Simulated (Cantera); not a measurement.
A closed system holds: 1 mol Al(CH3)3, 0.82 mol NH3, 1.2 mol N2, equilibrated at 37.0 Pa.

Method: chemical equilibrium by Gibbs-energy minimisation in Cantera with the NASA 1993 tables (ideal gas, pure condensed phases). Candidate condensed phases: Al, AlN, C, C6H6, C7H8, C8H18; 97 gas species. The feed counts by its element totals alone. The numbers say what is thermodynamically allowed, not how fast it happens. All values below are at 1798 K.

Base state: H2 0.703, N2 0.184, Al 0.0939, H 0.0154, HCN 0.00219, AlH 0.000693, C2H2 (acetylene) 0.000121, HNC 8.27e-5 (mole fractions); condensed: AlN(s) + C(graphite).

**Question.** What changes in the equilibrium state with this change: pressure from 37.0 Pa to 40.0 Pa?

**Answer.** 
```
species             before     after
----------------  --------  --------
H2                   0.703     0.716
N2                   0.184     0.182
Al                  0.0939    0.0841
H                   0.0154    0.0149
AlH               0.000693  0.000651
C2H2 (acetylene)  0.000121  0.000124
HCN                0.00219   0.00219
HNC                8.27e-5   8.29e-5
AlN(s), mol          0.240     0.330
C(graphite), mol      2.98      2.98
```

**Question.** What changes in the equilibrium state with this change: Al(CH3)3 replaced by Al?

**Answer.** 
```tsv
species	before	after
H2	0.703	0.469
N2	0.184	0.459
Al	0.0939	0.0595
H	0.0154	0.0125
HCN	0.00219	0
C2H2 (acetylene)	0.000121	0
HNC	8.27e-5	0
AlH	0.000693	0.000359
AlN(s), mol	0.240	0.845
C(graphite), mol	2.98	0
```
